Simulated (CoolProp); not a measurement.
Saturation properties of fluorine (Tc = 144.4 K, pc = 52.40 bar, ω = 0.045).

The numbers come from the reference Helmholtz-energy equation of state, de Reuck 1990 in CoolProp.

```csv
T (K),p (bar),vapour density (kg/m³),enthalpy of vaporisation (kJ/kg),liquid cp (kJ/(kg K)),surface tension (mN/m)
73.6,0.2181,1.370,184.2,1.485,16.7
77.7,0.4005,2.399,180.9,1.492,15.5
81.8,0.6881,3.949,177.3,1.501,14.4
85.9,1.117,6.174,173.6,1.514,13.2
90,1.730,9.244,169.5,1.530,12.1
94.1,2.570,13.35,165.2,1.549,11.0
98.2,3.686,18.70,160.5,1.573,9.93
102.3,5.127,25.52,155.5,1.603,8.87
106.4,6.944,34.10,150.0,1.639,7.83
110.5,9.190,44.76,144.1,1.685,6.81
114.6,11.92,57.95,137.5,1.745,5.82
118.7,15.18,74.23,130.2,1.825,4.86
122.8,19.05,94.44,122.0,1.939,3.94
126.9,23.57,119.8,112.6,2.109,3.05
131,28.83,152.5,101.4,2.387,2.20
```

It boils at 85.0 K under 1 atm.

Surface tension comes from a separate correlation (Mulero 2012).
